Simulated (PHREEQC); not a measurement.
**Metal-bearing waste water**

Consider water at 25 °C with 1.3e-05 mol MnSO4, 0.0001 mol CaCl2 and 0.0022 mol NaHCO3 per kg of water. Closed to the air; pH follows from the charge balance.

All values are PHREEQC results (ion-association model, wateq4f.dat), not measurements.

This is a speciation only: nothing precipitates in the calculation.

Task: What pH, ionic strength does the model give?

Result: pH 8.20; ionic strength 0.00254 mol/kgw.

Task: In which forms is Mn present?

Result: Mn+2 47 %, MnCO3 45 %, MnHCO3+ 7.3 % of the Mn.

Saturation is exceeded, for instance for Rhodochrosite; the values hold only as long as no solid forms.
